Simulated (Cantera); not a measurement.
An adiabatic, constant-pressure homogeneous reactor starts with 34.9 % H₂, 9.70 % O₂, 55.1 % N₂, 0.324 % NO, at 1573 K and 0.810 bar.

Computed with Cantera and GRI-Mech 3.0 (53 species, 325 reactions).

**Question.** Predict: time of steepest temperature rise; temperature at 2.00 s; equilibrium temperature; x(H₂) at 2.00 s; x(O₂) at 2.00 s; x(NO) at 2.00 s; x(H₂O) at 2.00 s; x(OH) at 2.00 s; x(NO₂) at 2.00 s.

**Answer.** 
```json
{
  "time_of_steepest_temperature_rise": "16.8 µs",
  "temperature at 2.00 s": "2714 K",
  "equilibrium_temperature": "2714 K",
  "x(H₂) at 2.00 s": "0.159 (gas-phase equilibrium 0.159)",
  "x(O₂) at 2.00 s": "0.000484 (gas-phase equilibrium 0.000484)",
  "x(NO) at 2.00 s": "0.00137 (gas-phase equilibrium 0.00137)",
  "x(H₂O) at 2.00 s": "0.202 (gas-phase equilibrium 0.202)",
  "x(OH) at 2.00 s": "0.00882 (gas-phase equilibrium 0.00882)",
  "x(NO₂) at 2.00 s": "4.27e-8 (gas-phase equilibrium 4.27e-8)"
}
```
